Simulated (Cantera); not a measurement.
**Ignition delay**

Mixture: CH4 : O2 : N2 = 1 : 1.11 : 6.67 (molar parts), equivalence ratio 1.8, at 5.00 bar, adiabatic and at constant pressure. Ignition delay is the time to a rise of 400 K.

Cantera simulation using GRI-Mech 3.0 (53 species, 325 reactions); the numbers are that mechanism's predictions, not measurements.

| T0 (K) | delay (ms) |
|---|---|
| 1300 | 6.33 |
| 1400 | 2.03 |
| 1500 | 0.691 |
| 1600 | 0.253 |
| 1700 | 0.102 |
| 1800 | 0.0457 |
| 1900 | 0.0230 |
| 2000 | 0.0129 |

```
Property                                                Result
--------------------------------------------------  ----------
apparent activation energy between 1800 and 2000 K  190 kJ/mol
```
